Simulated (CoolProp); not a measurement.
20 sccm (0 °C, 1 atm) of nitrogen bubbles through liquid n-nonane at 296.5 K and leaves saturated at a total pressure of 0.0131 MPa (ideal gas phase). Each further row changes one setting.

Values from CoolProp's reference Helmholtz-energy equation of state, Lemmon 2006. It is a short technical equation, of lower accuracy than the large ones.

```tsv
case	vapour pressure (kPa)	mole fraction of vapour	delivery (mg/min)	delivery (sccm)	change of delivery for a bath 1 K warmer (%)
as stated	0.523	0.0399	[?]	0.832	[?]
bath temperature 301.5 K	[?]	[?]	6.61	[?]	6.7
total pressure 0.0262 MPa	0.523	[?]	[?]	[?]	6.7
```

Problem. Complete the blanks.

Solution. 
- as stated, delivery (mg/min): 4.76
- as stated, change of delivery for a bath 1 K warmer (%): 6.9
- bath temperature 301.5 K, vapour pressure (kPa): 0.715
- bath temperature 301.5 K, mole fraction of vapour: 0.0546
- bath temperature 301.5 K, delivery (sccm): 1.15
- total pressure 0.0262 MPa, mole fraction of vapour: 0.0200
- total pressure 0.0262 MPa, delivery (mg/min): 2.33
- total pressure 0.0262 MPa, delivery (sccm): 0.407
